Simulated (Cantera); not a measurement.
Input (Python, Cantera):

```python
import numpy as np
import cantera as ct

gas = ct.Solution("gri30.yaml")
gas.TPX = 1173, 13332, {'H2': 1.5, 'O2': 1, 'N2': 0.95, 'H2O': 0.029}
inlet = ct.Reservoir(gas, clone=True)

reactor = ct.IdealGasConstPressureReactor(gas, energy="off", clone=False)
exhaust = ct.Reservoir(gas, clone=True)
tau = [3.8, 1.2, 0.39, 0.12, 0.039, 0.012, 0.0039, 0.0012][0]
for a, b in ((inlet, reactor), (reactor, exhaust)):
    ct.MassFlowController(a, b, mdot=lambda t: reactor.mass / tau)
net = ct.ReactorNet([reactor])
show = ['H2', 'O2', 'HO2', 'H2O', 'NO']

rows = []
print(f"{'tau/s':>10s}{'T/K':>9s}" + "".join(f"{s:>11s}" for s in show))
for tau in [3.8, 1.2, 0.39, 0.12, 0.039, 0.012, 0.0039, 0.0012]:
    net.initial_time = 0.0
    net.advance(30 * tau)
    before = gas.X
    net.advance(40 * tau)
    drift = np.max(np.abs(gas.X - before) / (gas.X + 1e-9))
    rows.append([gas.T, *gas[show].X, drift])
    print(f"{tau:10.3e}{gas.T:9.1f}" + "".join(f"{x:11.3e}" for x in gas[show].X))
```

Output:

```
     tau/s      T/K         H2         O2        HO2        H2O         NO
 3.800e+00   1173.0  2.996e-04  9.163e-02  5.917e-06  5.597e-01  9.541e-08
 1.200e+00   1173.0  6.454e-04  9.172e-02  1.053e-05  5.591e-01  8.368e-08
 3.900e-01   1173.0  1.350e-03  9.194e-02  1.657e-05  5.579e-01  1.022e-07
 1.200e-01   1173.0  2.877e-03  9.246e-02  2.342e-05  5.554e-01  1.740e-07
 3.900e-02   1173.0  5.806e-03  9.356e-02  2.919e-05  5.504e-01  3.311e-07
 1.200e-02   1173.0  1.180e-02  9.601e-02  3.383e-05  5.396e-01  6.538e-07
 3.900e-03   1173.0  2.243e-02  1.008e-01  3.706e-05  5.184e-01  1.167e-06
 1.200e-03   1173.0  4.172e-02  1.105e-01  3.952e-05  4.752e-01  1.835e-06
```

Computed with Cantera and GRI-Mech 3.0 (53 species, 325 reactions). The temperature is held fixed by assumption; the heat of reaction is taken as removed at once.
